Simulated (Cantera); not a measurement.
A freely propagating, adiabatic, planar premixed flame of CO : H₂ : O₂ : N₂ = 1 : 0.051 : 0.438 : 1.65 (molar parts), unburnt at 475 K and 4730 Torr; mixture-averaged transport, grid criteria slope 0.08 and curve 0.16, no radiation.

Model: GRI-Mech 3.0 (53 species, 325 reactions), integrated in Cantera. The hydrogen kinetics of GRI-Mech 3.0 are dated; newer H2 mechanisms differ, most at raised pressure. Burning velocities carry a grid error of a few per cent, more on coarse grids.

x: mole fraction of selected species; z is measured from the peak of heat release.

```tsv
z (mm)	T (K)	u (m/s)	x CO	x H₂	x O₂	x H₂O	x O	x H
-0.314	475	0.688	0.319	0.0162	0.140	1.71e-7	<1e-8	<1e-8
-0.209	475	0.688	0.319	0.0159	0.140	2.98e-6	<1e-8	<1e-8
-0.157	476	0.689	0.319	0.0153	0.140	1.87e-5	<1e-8	<1e-8
-0.105	482	0.696	0.319	0.0140	0.140	0.000143	<1e-8	<1e-8
-0.0523	589	0.847	0.314	0.0100	0.137	0.00203	?	8.52e-8
-0.0262	946	1.34	0.288	0.00650	0.121	0.00723	?	0.000167
0	1435	1.98	0.233	0.00278	0.0877	0.0127	?	0.00194
0.0262	1757	2.36	0.181	0.00126	0.0573	0.0127	0.00898	0.00369
0.0523	1941	2.56	0.152	0.00116	0.0419	0.0115	0.00946	0.00403
0.105	2130	2.77	0.129	0.00119	0.0307	0.0119	?	0.00308
0.209	2290	2.94	0.112	0.00106	0.0230	0.0136	?	0.00178
0.419	2413	3.07	0.0978	0.000901	0.0163	0.0148	?	0.00101
0.837	2501	3.16	0.0868	0.000780	0.0109	0.0156	?	0.000606
```

Task: Some entries are withheld; supply them.

Result: 
- -0.0523, x O: 1.93e-6
- -0.0262, x O: 0.000269
- 0, x O: 0.00432
- 0.105, x O: 0.00709
- 0.209, x O: 0.00418
- 0.419, x O: 0.00232
- 0.837, x O: 0.00129
